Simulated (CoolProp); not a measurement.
Model: reference Helmholtz-energy equation of state, Lemmon 2006, in CoolProp. It is a short technical equation, of lower accuracy than the large ones.

For CH3F (R41), give the phase and the density (kg/m³), cp (kJ/(kg K)), cv (kJ/(kg K)), isothermal compressibility (1/MPa) at 298.3 K and 34200 kPa; 312.4 K and 34200 kPa.


- 298.3 K and 34200 kPa: liquid; density 730, cp 2.10, cv 1.19, isothermal compressibility 0.00345
- 312.4 K and 34200 kPa: liquid; density 701, cp 2.14, cv 1.19, isothermal compressibility 0.00415
